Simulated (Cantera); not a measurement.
A Cantera script and its output.

```python
import numpy as np
import cantera as ct

gas = ct.Solution("h2o2.yaml")
gas.TPX = 423, 67000, {'H2': 1, 'O2': 0.505, 'N2': 2.47}
flame = ct.FreeFlame(gas, width=0.053)
flame.set_refine_criteria(ratio=3, slope=0.08, curve=0.16)
flame.transport_model = "mixture-averaged"
flame.solve(loglevel=0, auto=True)
z, T = flame.grid, flame.T
thick = (T[-1] - T[0]) / np.gradient(T, z).max()
show = ['H2', 'O2', 'OH', 'O', 'H', 'H2O2']
print(f"laminar burning velocity  {flame.velocity[0] * 100:.3f} cm/s")
print(f"burnt temperature         {T[-1]:.1f} K")
print(f"thermal thickness         {thick * 1e3:.4f} mm")
print(f"grid points               {len(z)}")
z0 = z[flame.heat_release_rate.argmax()]
print(f"{'z/mm':>9s}{'T/K':>9s}{'u/(m/s)':>9s}" + "".join(f"{s:>11s}" for s in show))
rows = []
for k in (-3, -2, -1.5, -1, -0.5, -0.25, 0, 0.25, 0.5, 1, 2, 4, 8):
    zz = z0 + k * thick
    rows.append([k * thick, np.interp(zz, z, T), np.interp(zz, z, flame.velocity),
                 *(np.interp(zz, z, flame.X[gas.species_index(s)]) for s in show)])
    print(f"{rows[-1][0] * 1e3:9.3f}{rows[-1][1]:9.1f}{rows[-1][2]:9.3f}" + "".join(f"{x:11.3e}" for x in rows[-1][3:]))
```

Result:

```
laminar burning velocity  290.733 cm/s
burnt temperature         2230.1 K
thermal thickness         0.7407 mm
grid points               116
     z/mm      T/K  u/(m/s)         H2         O2         OH          O          H       H2O2
   -2.222    423.0    2.907  2.516e-01  1.270e-01  3.223e-16  3.876e-14  1.614e-16  1.117e-14
   -1.481    423.0    2.907  2.516e-01  1.270e-01  3.686e-14  4.435e-12  1.874e-14  1.898e-12
   -1.111    423.0    2.907  2.516e-01  1.270e-01  4.774e-13  5.735e-11  2.442e-13  3.196e-11
   -0.741    423.0    2.907  2.514e-01  1.271e-01  2.156e-11  2.009e-09  1.901e-11  1.961e-09
   -0.370    431.9    2.949  2.460e-01  1.278e-01  4.474e-06  9.754e-07  4.406e-06  3.711e-06
   -0.185    634.1    4.215  2.140e-01  1.244e-01  6.683e-04  1.039e-04  2.061e-03  4.265e-05
    0.000   1071.5    6.899  1.338e-01  9.496e-02  1.704e-03  2.577e-03  2.029e-02  5.043e-06
    0.185   1384.7    8.812  5.891e-02  4.607e-02  5.451e-03  7.321e-03  3.861e-02  2.795e-06
    0.370   1537.2    9.726  3.734e-02  2.789e-02  8.011e-03  8.209e-03  3.844e-02  1.847e-06
    0.741   1686.2   10.582  3.293e-02  2.174e-02  9.825e-03  7.155e-03  2.944e-02  9.695e-07
    1.481   1828.5   11.371  3.028e-02  1.806e-02  1.058e-02  5.349e-03  1.978e-02  4.925e-07
    2.963   1954.8   12.049  2.593e-02  1.455e-02  1.028e-02  3.563e-03  1.207e-02  2.749e-07
    5.926   2058.4   12.590  2.060e-02  1.136e-02  9.076e-03  2.134e-03  6.692e-03  1.715e-07
```

Computed with Cantera and the H2/O2 subset of GRI-Mech 3.0, which has no nitrogen chemistry. Burning velocities carry a grid error of a few per cent, more on coarse grids.
